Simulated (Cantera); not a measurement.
Input: 1 mol Al, a varied amount of HBr, 1.1 mol H2, held at 900 K and 1.70 mbar.

Cantera equilibrium calculation (NASA polynomials, part measured and part estimated; ideal gas, pure solids and liquids). Candidate condensed phases: Al, AlBr3, Br2; 11 gas species. Equilibrium is a limit: real reactors are often held back by kinetics, nucleation or transport.

Question: Which condensed phases are stable at each of these points (n(HBr) (mol)): 1.9, 2.3, 2.7, 3.2, 3.8, 4.6, 5.4, 6.5, 7.7?

Answer: 
```
n(HBr) (mol)  condensed phases  Al condensed (%)
------------  ----------------  ----------------
1.9                      Al(s)              34.6
2.3                      Al(s)              21.0
2.7                      Al(s)               7.4
3.2                   gas only               0.0
3.8                   gas only               0.0
4.6                   gas only               0.0
5.4                   gas only               0.0
6.5                   gas only               0.0
7.7                   gas only               0.0
```

From 1.9 mol HBr to 2.7 mol HBr the condensed part is Al(s). From 3.2 mol HBr to 7.7 mol HBr nothing is condensed.
